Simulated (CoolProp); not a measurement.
A single-stage vapour-compression cycle with R143a: evaporating at 195.15 K (dew point), condensing at 215.15 K (bubble point), superheat 2 K, subcooling 2 K, compressor efficiency 0.85, no pressure losses. Each further row changes one setting.

Model: reference Helmholtz-energy equation of state, Lemmon and Jacobsen 2000, in CoolProp.

```json
[
 {"case": "as stated", "cooling COP": "7.75", "pressure ratio": "3.28", "discharge temperature (K)": "236.8", "refrigerating effect (kJ/kg)": "225", "volumetric capacity (kJ/m³)": "211"},
 {"case": "evaporating temperature 200.15 K", "cooling COP": "10.8", "pressure ratio": "2.38", "discharge temperature (K)": "231.2", "refrigerating effect (kJ/kg)": "228", "volumetric capacity (kJ/m³)": "289"},
 {"case": "condensing temperature 210.15 K", "cooling COP": "10.5", "pressure ratio": "2.50", "discharge temperature (K)": "227.5", "refrigerating effect (kJ/kg)": "232", "volumetric capacity (kJ/m³)": "217"},
 {"case": "subcooling 7 K", "cooling COP": "7.98", "pressure ratio": "3.28", "discharge temperature (K)": "236.8", "refrigerating effect (kJ/kg)": "232", "volumetric capacity (kJ/m³)": "217"},
 {"case": "superheat 12 K", "cooling COP": "7.62", "pressure ratio": "3.28", "discharge temperature (K)": "247.5", "refrigerating effect (kJ/kg)": "233", "volumetric capacity (kJ/m³)": "207"},
 {"case": "compressor efficiency 0.75", "cooling COP": "6.84", "pressure ratio": "3.28", "discharge temperature (K)": "241.5", "refrigerating effect (kJ/kg)": "225", "volumetric capacity (kJ/m³)": "211"}
]
```
